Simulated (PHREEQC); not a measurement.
1 kg of water holding 64 mmol/kgw NaCl meets 20 L of dry gas (N2 1 by moles) at fixed total pressure, at 100 °C; fugacities by Peng-Robinson. The gases take part in no redox reaction, some water evaporates into the gas, and hydrates or a liquid gas phase aren't modelled. Nothing may precipitate in this run.

The numbers come from PHREEQC with the ion-association model, phreeqc.dat.

Task: Predict dissolved N2 (mol/kgw) at P (atm) = 10, 20, 50, 150, 400.

Result: 
```
P (atm)  dissolved N2 (mol/kgw)
-------  ----------------------
10                      0.00402
20                      0.00842
50                       0.0212
150                      0.0597
400                       0.138
```

Constants without temperature data keep their 25 °C values here.
